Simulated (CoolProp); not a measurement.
Vapour pressure (bar) of sulfur hexafluoride: the reference equation beside estimates from Tc = 318.7 K, pc = 37.55 bar, ω = 0.210.

Values from CoolProp's reference Helmholtz-energy equation of state, Guder 2009.

```tsv
T (K)	reference	Redlich-Kwong	Soave-Redlich-Kwong	Peng-Robinson
241.1	4.578	6.116	4.670	4.625
245.1	5.270	6.925	5.376	5.319
249.1	6.036	7.805	6.159	6.090
253.1	6.883	8.760	7.024	6.941
257	7.790	9.766	7.951	7.854
261	8.810	10.88	8.992	8.880
265	9.926	12.07	10.13	10.00
268.9	11.11	13.32	11.34	11.20
272.9	12.43	14.69	12.69	12.53
276.9	13.86	16.15	14.14	13.97
280.8	15.38	17.66	15.68	15.50
284.8	17.05	19.31	17.38	17.19
288.8	18.85	21.06	19.21	19.01
292.7	20.75	22.87	21.12	20.92
296.7	22.84	24.82	23.22	23.03
```

Absolute difference from the reference over all 15 rows, mean and median: Redlich-Kwong 20.4 and 19.9 %, Soave-Redlich-Kwong 2.0 and 2.0 %, Peng-Robinson 0.8 and 0.8 %.
